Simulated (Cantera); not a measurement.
Input (Python, Cantera) and output of one run.

```python
import numpy as np
import cantera as ct

gas_names = """
    C CH CH2 CH3 CH2OH CH3O CH4 CH3OH CO CO2 COOH C2 C2H CHCO,ketyl C2H2,acetylene C2H2,vinylidene
    CH2CO,ketene C2H3,vinyl CH3CO,acetyl C2H4 C2H4O,ethylen CH3CHO,ethanal CH3COOH (HCOOH)2 C2H5 C2H6
    CH3OCH3 C2H5OH C2O C3 C3H3,propargyl C3H4,allene C3H4,propyne C3H4,cyclo- C3H5,allyl C3H6,propylene
    C3H6,cyclo- C3H6O C3H7,n-propyl C3H7,i-propyl C3H8 C3H8O,1propanol C3H8O,2propanol C3O2 C4 C4H2
    C4H4,1,3-cyclo- C4H6,butadiene C4H6,2-butyne C4H6,cyclo- C4H8,1-butene C4H8,cis2-buten
    C4H8,tr2-butene C4H8,isobutene C4H8,cyclo- (CH3COOH)2 C4H9,n-butyl C4H9,i-butyl C4H9,s-butyl
    C4H9,t-butyl C4H10,isobutane C4H10,n-butane C5 C5H6,1,3cyclo- C5H8,cyclo- C5H10,1-pentene
    C5H10,cyclo- C5H11,pentyl C5H11,t-pentyl C5H12,n-pentane C5H12,i-pentane CH3C(CH3)2CH3 C6H2
    C6H5,phenyl C6H5O,phenoxy C6H6 C6H5OH,phenol C6H10,cyclo- C6H12,1-hexene C6H12,cyclo- C6H13,n-hexyl
    C7H7,benzyl C7H8 C7H8O,cresol C7H14,1-heptene C7H15,n-heptyl C7H16,n-heptane C8H8,styrene
    C8H10,ethylbenz C8H16,1-octene C8H17,n-octyl C8H18,isooctane C8H18,n-octane C9H19,n-nonyl
    C10H8,naphthale C10H21,n-decyl C12H9,o-bipheny C12H10,bipheny H HCO HO2 H2 HCHO,formaldehy HCOOH H2O
    H2O2 O OH O2 O3
""".split()
cond_names = """
    C(gr) C6H6(L) C7H8(L) C8H18(L),n-octa H2O(s) H2O(L)
""".split()


def load(file, names, dense=False):
    # The tables refer to 1 bar. Condensed volumes are neglected.
    table = {s.name: s for s in ct.Species.list_from_file(file)}
    out = []
    for n in names:
        d = dict(table[n].input_data)
        d["thermo"] = dict(d["thermo"], **{"reference-pressure": 1e5})
        if dense:
            d["equation-of-state"] = {"model": "constant-volume", "density": "1e6 g/cm^3"}
        out.append(ct.Species.from_dict(d))
    return out


gas = ct.Solution(thermo="ideal-gas", species=load("nasa_gas.yaml", gas_names))
cond = {s.name: ct.Solution(thermo="fixed-stoichiometry", species=[s], name=s.name)
        for s in load("nasa_condensed.yaml", cond_names, dense=True)}
atoms = {
    'CO2': {'C': 1, 'O': 2},
    'H2O': {'H': 2, 'O': 1},
    'O2': {'O': 2},
}
top_T = {'C(gr)': 4500}  # K; cautious upper limits of use, not melting points


def equilibrate(T, P, feed):
    n = {}
    for name, mol in feed.items():
        for a, k in atoms[name].items():
            n[a] = n.get(a, 0.0) + k * mol
    gas.TPX = T, P, n
    mass = sum(n.values()) * gas.mean_molecular_weight
    gas.equilibrate("TP")
    valid = [c for c in cond.values() if c.min_temp <= T <= top_T.get(c.name, c.max_temp)]
    mix = ct.Mixture([(gas, mass / gas.mean_molecular_weight)] + [(c, 0.0) for c in valid])
    mix.T, mix.P = T, P
    mix.equilibrate("TP", solver="vcs", rtol=1e-11, max_steps=5000)
    return mix


results = []
feed = {'CO2': 1, 'H2O': 0.067, 'O2': 6.6}  # mol
T = 2975  # K
P = 1700000  # Pa
mix = equilibrate(T, P, feed)
results.append((T, P, feed, dict(zip(mix.species_names, mix.species_moles))))
print(gas.report(threshold=0.0001))
for i in range(1, mix.n_phases):
    print(f"{mix.phase(i).name:16s} {mix.phase_moles(i):12.5e} mol")
```

Output:

```
       temperature   2975 K
          pressure   1.7e+06 Pa
           density   2.2562 kg/m^3
  mean mol. weight   32.829 kg/kmol
   phase of matter   gas

                          1 kg             1 kmol
                     ---------------   ---------------
          enthalpy        1.8253e+06        5.9923e+07  J
   internal energy        1.0719e+06        3.5188e+07  J
           entropy            8206.4         2.694e+05  J/K
    Gibbs function       -2.2589e+07       -7.4155e+08  J
 heat capacity c_p            1284.7             42175  J/K
 heat capacity c_v            1031.4             33860  J/K

                      mass frac. Y      mole frac. X     chem. pot. / RT
                     ---------------   ---------------   ---------------
                CO         0.0081178         0.0095144           -35.416
               CO2           0.15889           0.11852           -49.215
                 H        7.7301e-06        0.00025175            -13.94
               H2O          0.002536         0.0046213           -41.678
                 O          0.011226          0.023034           -13.799
                OH         0.0038911         0.0075109           -27.738
                O2           0.81528           0.83644           -27.597
     [ +103 minor]        5.9451e-05        0.00010469

C(gr)             0.00000e+00 mol
```

Equilibrium computed with Cantera from the NASA thermochemical tables; the gas is ideal and each condensed phase is pure.
